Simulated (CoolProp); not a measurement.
A simple Rankine cycle with R142b: condensing at 323.15 K, boiler at 3.35 MPa, turbine inlet 401.3 K, turbine efficiency 0.8, pump efficiency 0.6, no recuperator. Each further row changes one setting.

Computed with CoolProp (reference Helmholtz-energy equation of state, Lemmon 2006). It is a short technical equation, of lower accuracy than the large ones.

```csv
case,thermal efficiency (%),net work (kJ/kg),heat in (kJ/kg),turbine exit temperature (K),volume ratio over the turbine
as stated,10.6,22.1,208,325.2,6.48
turbine inlet 421.3 K,11.3,27.6,244,355.6,5.61
condensing temperature 315.15 K,11.8,25.7,219,318.3,8.04
boiler pressure 2.34 MPa,9.4,22.3,237,353.8,3.69
turbine efficiency 0.7,9.0,18.8,208,328.4,6.59
```
